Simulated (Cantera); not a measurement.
Thermodynamics of silicon oxide and oxynitride deposition, feed TEOS + H₂O + N₂

A closed system holds: 1 mol TEOS, 2.8 mol H₂O, 2 mol N₂, at 0.590 bar.

Equilibrium computed with Cantera from the NASA thermochemical tables; the gas is ideal and each condensed phase is pure. Candidate condensed phases: C, C₆H₆, C₇H₈, C₈H₁₈, H₂O, Si, SiC, SiO₂, Si₂N₂O, Si₃N₄; 151 gas species. The feed counts by its element totals alone. The tables hold silica as quartz up to 1696 K and as liquid above; real silica turns to tridymite and cristobalite and melts near 1996 K. Kinetics and transport are ignored.

| T (°C) | x H₂ | x H₂O | x CH₄ | x CO | x N₂ | x CO₂ | n C(graphite) | n SiO₂(α-quartz) | n SiO₂(β-quartz) |
|---|---|---|---|---|---|---|---|---|---|
| 402 | 0.185 | 0.297 | 0.296 | 0.00268 | 0.168 | 0.0516 | 3.83 | 1.00 | 0 |
| 502 | 0.381 | 0.214 | 0.175 | 0.0211 | 0.148 | 0.0598 | 4.53 | 1.00 | 0 |
| 602 | 0.543 | 0.116 | 0.0760 | 0.0886 | 0.127 | 0.0498 | 4.61 | 0 | 1.00 |
| 702 | 0.614 | 0.0406 | 0.0280 | 0.187 | 0.111 | 0.0197 | 3.78 | 0 | 1.00 |
| 802 | 0.637 | 0.0110 | 0.0108 | 0.232 | 0.105 | 0.00430 | 3.29 | 0 | 1.00 |
| 902 | 0.646 | 0.00320 | 0.00472 | 0.242 | 0.103 | 0.000936 | 3.19 | 0 | 1.00 |
| 1002 | 0.650 | 0.00109 | 0.00231 | 0.244 | 0.102 | 0.000247 | 3.18 | 0 | 1.00 |
| 1102 | 0.651 | 0.000433 | 0.00125 | 0.245 | 0.102 | 7.86e-5 | 3.18 | 0 | 1.000 |
| 1202 | 0.652 | 0.000194 | 0.000729 | 0.245 | 0.102 | 2.94e-5 | 3.19 | 0 | 1.000 |
x: gas mole fraction; n: condensed amount in mol.

From 402 °C to 502 °C the condensed part is C(graphite) + SiO₂(α-quartz). From 602 °C to 1202 °C the condensed part is C(graphite) + SiO₂(β-quartz).
